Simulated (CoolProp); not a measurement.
Vapour-liquid equilibrium of dimethyl ether (1) + R236FA (2) at 2.3 bar; x and y are mole fractions of (1).

The numbers come from the multi-fluid Helmholtz-energy mixture model, Wu 2011 and Pan 2012; pair parameters Bell 2016 in CoolProp.

| x | bubble temperature (°C) | y at the bubble point | dew temperature at overall composition x (°C) | liquid density (mol/L) |
|---|---|---|---|---|
| 0.05 | 19.9 | 0.057 | 19.9 | 9.266 |
| 0.2 | 18.7 | 0.248 | 19.1 | 9.954 |
| 0.35 | 16.4 | 0.462 | 17.8 | 10.73 |
| 0.5 | 12.5 | 0.669 | 15.8 | 11.62 |
| 0.65 | 7.5 | 0.834 | 13.0 | 12.61 |
| 0.8 | 2.0 | 0.938 | 8.8 | 13.72 |
| 0.95 | -2.8 | 0.991 | 1.2 | 14.91 |

No azeotrope shows between x = 0.05 and 0.95.

Pair parameters are fitted to limited data, so mixtures are less certain than the pure fluids.
